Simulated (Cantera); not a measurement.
Charge: 1 mol Si2Cl6, 0.85 mol N2, 7.4 mol NH3, held at 750 K and 1.30 mbar.

Method: chemical equilibrium by Gibbs-energy minimisation in Cantera with the NASA 1993 tables (ideal gas, pure condensed phases). Candidate condensed phases: NH4Cl, Si, Si3N4; 28 gas species. The feed counts by its element totals alone. The numbers say what is thermodynamically allowed, not how fast it happens.

Task: What is the equilibrium state?

Result: x(H2): 0.495
x(HCl): 0.297
x(N2): 0.195
x(SiCl4): 0.0126
x(SiHCl3): 9.49e-6
x(NH3): 1.02e-6
n(Si3N4(s)): 0.594 mol
gas amount: 17.24 mol
log10 activity of Si(s) (absent): -9.13
